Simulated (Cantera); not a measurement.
Feed: 1 mol Si, 8.7 mol HF, 0.4 mol H₂, held at 773.15 K and 10.0 mbar.

Method: chemical equilibrium by Gibbs-energy minimisation in Cantera with the NASA 1993 tables (ideal gas, pure condensed phases). Candidate condensed phases: Si; 25 gas species. The numbers say what is thermodynamically allowed, not how fast it happens.

Base state: HF 0.580, H₂ 0.296, SiF₄ 0.123 (mole fractions); condensed: gas only.

Question: What changes in the equilibrium state with this change: HF from 8.7 to 1.6 mol?

Answer: 
```tsv
species	before	after
H₂	0.296	0.748
SiF₄	0.123	0.245
SiHF₃	1.08e-9	0.00750
HF	0.580	4.20e-7
SiH₂F₂	<1e-9	0.000139
Si(s), mol	0	0.597
```
